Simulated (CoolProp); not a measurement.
Vapour-liquid equilibrium of benzene (1) + n-decane (2) at 491.2 K; x and y are mole fractions of (1).

Values from CoolProp's multi-fluid Helmholtz-energy mixture model, Thol 2012 and Lemmon 2006; pair parameters Bell 2016.

```
x     bubble pressure, mixture model (MPa)  bubble pressure, Raoult's law (MPa)  y, mixture model  y, Raoult's law
----  ------------------------------------  -----------------------------------  ----------------  ---------------
0.05                                0.3390                               0.3565             0.205            0.267
0.15                                0.4758                               0.5192             0.466            0.550
0.25                                0.6209                               0.6819             0.620            0.697
0.35                                0.7714                               0.8446             0.720            0.788
0.45                                0.9260                                1.007             0.791            0.850
0.55                                 1.085                                1.170             0.845            0.894
0.65                                 1.250                                1.333             0.888            0.928
0.75                                 1.422                                1.495             0.925            0.954
0.85                                 1.606                                1.658             0.957            0.975
0.95                                 1.800                                1.821             0.986            0.992
```

The largest gap from Raoult's law is -8.9 % in bubble pressure, at x = 0.25. No azeotrope shows between x = 0.05 and 0.95.

Pair parameters are fitted to limited data, so mixtures are less certain than the pure fluids.
